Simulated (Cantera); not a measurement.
A Cantera script and its output.

```python
import numpy as np
import cantera as ct

gas = ct.Solution("gri30.yaml")
gas.TPX = 1298, 17, {'C2H6': 1, 'N2': 1.1}
inlet = ct.Reservoir(gas, clone=True)

reactor = ct.IdealGasConstPressureReactor(gas, energy="off", clone=False)
exhaust = ct.Reservoir(gas, clone=True)
tau = [2, 0.5, 0.13, 0.031, 0.0078, 0.0019, 0.00048, 0.00012][0]
for a, b in ((inlet, reactor), (reactor, exhaust)):
    ct.MassFlowController(a, b, mdot=lambda t: reactor.mass / tau)
net = ct.ReactorNet([reactor])
show = ['C2H6', 'CH2', 'CH3', 'H', 'H2']

rows = []
print(f"{'tau/s':>10s}{'T/K':>9s}" + "".join(f"{s:>11s}" for s in show))
for tau in [2, 0.5, 0.13, 0.031, 0.0078, 0.0019, 0.00048, 0.00012]:
    net.initial_time = 0.0
    net.advance(30 * tau)
    before = gas.X
    net.advance(40 * tau)
    drift = np.max(np.abs(gas.X - before) / (gas.X + 1e-9))
    rows.append([gas.T, *gas[show].X, drift])
    print(f"{tau:10.3e}{gas.T:9.1f}" + "".join(f"{x:11.3e}" for x in gas[show].X))
```

Result:

```
     tau/s      T/K       C2H6        CH2        CH3          H         H2
 2.000e+00   1298.0  9.540e-02  1.138e-06  6.086e-03  1.416e-04  1.532e-01
 5.000e-01   1298.0  2.502e-01  1.471e-06  8.029e-03  1.130e-04  9.185e-02
 1.300e-01   1298.0  4.156e-01  8.130e-07  4.963e-03  6.434e-05  2.685e-02
 3.100e-02   1298.0  4.701e-01  1.327e-07  1.468e-03  1.999e-05  2.337e-03
 7.800e-03   1298.0  4.756e-01  1.033e-08  4.740e-04  2.328e-06  6.946e-05
 1.900e-03   1298.0  4.761e-01  2.964e-10  1.294e-04  1.439e-07  1.047e-06
 4.800e-04   1298.0  4.762e-01  5.744e-12  3.367e-05  7.928e-09  1.457e-08
 1.200e-04   1298.0  4.762e-01  9.175e-14  8.482e-06  6.723e-10  3.090e-10
```

Model: GRI-Mech 3.0 (53 species, 325 reactions), integrated in Cantera. GRI-Mech 3.0 stops at C3 and has no aromatics, soot or wall deposition, so with more carbon than oxygen in the feed, carbon stays in small species such as C2H2 where larger ones or solid carbon would form. Radical loss at walls, strong at low pressure, is not modelled.
